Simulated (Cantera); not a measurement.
An isothermal, constant-pressure homogeneous reactor starts with C2H6 : N2 = 1 : 57 (molar parts), at 1750 K and 0.470 bar. Integrator tolerance rtol = 1e-08.

Model: GRI-Mech 3.0 (53 species, 325 reactions), integrated in Cantera. GRI-Mech 3.0 stops at C3 and has no aromatics, soot or wall deposition, so with more carbon than oxygen in the feed, carbon stays in small species such as C2H2 where larger ones or solid carbon would form.

**Question.** What does this change do: N2 57 to 6 parts?

**Answer.** 
```tsv
quantity	before	after
x(C2H6) at 10.0 s	2.20e-10 (gas-phase equilibrium 3.34e-11)	6.63e-8 (gas-phase equilibrium 3.36e-8)
x(H) at 10.0 s	6.23e-5 (gas-phase equilibrium 6.23e-5)	0.000160 (gas-phase equilibrium 0.000161)
x(C2H2) at 10.0 s	0.0166 (gas-phase equilibrium 0.00243)	0.110 (gas-phase equilibrium 0.0555)
x(HCN) at 10.0 s	2.90e-5 (gas-phase equilibrium 0.0285)	1.20e-5 (gas-phase equilibrium 0.110)
x(CH4) at 10.0 s	3.03e-5 (gas-phase equilibrium 1.19e-5)	0.00136 (gas-phase equilibrium 0.000971)
x(C2H) at 10.0 s	2.19e-7 (gas-phase equilibrium 3.20e-8)	5.65e-7 (gas-phase equilibrium 2.84e-7)
x(CH2) at 10.0 s	2.32e-9 (gas-phase equilibrium 9.11e-10)	1.58e-8 (gas-phase equilibrium 1.12e-8)
```

**Question.** What does this change do: 0.18 parts H2O added?

**Answer.** 
```json
[
 {"quantity": "x(C2H6) at 10.0 s", "before": "2.20e-10 (gas-phase equilibrium 3.34e-11)", "after": "3.11e-10 (gas-phase equilibrium 3.58e-11)"},
 {"quantity": "x(H) at 10.0 s", "before": "6.23e-5 (gas-phase equilibrium 6.23e-5)", "after": "6.61e-5 (gas-phase equilibrium 6.62e-5)"},
 {"quantity": "x(C2H2) at 10.0 s", "before": "0.0166 (gas-phase equilibrium 0.00243)", "after": "0.0150 (gas-phase equilibrium 0.00205)"},
 {"quantity": "x(HCN) at 10.0 s", "before": "2.90e-5 (gas-phase equilibrium 0.0285)", "after": "4.61e-5 (gas-phase equilibrium 0.0260)"},
 {"quantity": "x(CH4) at 10.0 s", "before": "3.03e-5 (gas-phase equilibrium 1.19e-5)", "after": "3.95e-5 (gas-phase equilibrium 1.31e-5)"},
 {"quantity": "x(C2H) at 10.0 s", "before": "2.19e-7 (gas-phase equilibrium 3.20e-8)", "after": "1.86e-7 (gas-phase equilibrium 2.54e-8)"},
 {"quantity": "x(CH2) at 10.0 s", "before": "2.32e-9 (gas-phase equilibrium 9.11e-10)", "after": "2.68e-9 (gas-phase equilibrium 8.87e-10)"}
]
```

**Question.** What does this change do: temperature 1750 to 1975 K?

**Answer.** 
| quantity | before | after |
|---|---|---|
| x(C2H6) at 10.0 s | 2.20e-10 (gas-phase equilibrium 3.34e-11) | 6.90e-12 (gas-phase equilibrium 2.10e-12) |
| x(H) at 10.0 s | 6.23e-5 (gas-phase equilibrium 6.23e-5) | 0.000366 (gas-phase equilibrium 0.000366) |
| x(C2H2) at 10.0 s | 0.0166 (gas-phase equilibrium 0.00243) | 0.0165 (gas-phase equilibrium 0.00200) |
| x(HCN) at 10.0 s | 2.90e-5 (gas-phase equilibrium 0.0285) | 0.000342 (gas-phase equilibrium 0.0293) |
| x(CH4) at 10.0 s | 3.03e-5 (gas-phase equilibrium 1.19e-5) | 3.11e-6 (gas-phase equilibrium 2.25e-6) |
| x(C2H) at 10.0 s | 2.19e-7 (gas-phase equilibrium 3.20e-8) | 3.12e-6 (gas-phase equilibrium 3.78e-7) |
| x(CH2) at 10.0 s | 2.32e-9 (gas-phase equilibrium 9.11e-10) | 9.54e-9 (gas-phase equilibrium 6.90e-9) |
